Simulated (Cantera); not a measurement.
A closed system holds: 1 mol CaF2, 2 mol O2, 31 mol H2, equilibrated at 1350 K and 1.30 Pa.

Equilibrium computed with Cantera from the NASA thermochemical tables; the gas is ideal and each condensed phase is pure. Candidate condensed phases: Ca, CaF2, CaO, Ca(OH)2, H2O; 29 gas species. Equilibrium is a limit: real reactors are often held back by kinetics, nucleation or transport.

Base state: H2 0.843, H2O 0.0938, HF 0.0623, H 0.000607, CaF2 0.000113 (mole fractions); condensed: CaO(s).

Problem. What changes in the equilibrium state with this change: temperature from 1350 K to 1398.15 K?

Solution. 
```tsv
species	before	after
H2	0.843	0.843
H2O	0.0938	0.0939
HF	0.0623	0.0621
H	0.000607	0.00121
CaF2	0.000113	0.000171
CaO(s), mol	0.996	0.994
```

Problem. What changes in the equilibrium state with this change: O2 from 2 to 0.7 mol?

Solution. 
```csv
species,before,after
H2,0.843,0.924
HF,0.0623,0.0609
H2O,0.0938,0.0133
CaF2,0.000113,0.000767
H,0.000607,0.000636
"CaO(s), mol",0.996,0.975
```

Problem. What changes in the equilibrium state with this change: pressure from 1.30 Pa to 0.330 Pa?

Solution. 
```csv
species,before,after
H2,0.843,0.843
H2O,0.0938,0.0938
HF,0.0623,0.0622
H,0.000607,0.00120
CaF2,0.000113,0.000113
"CaO(s), mol",0.996,0.996
```
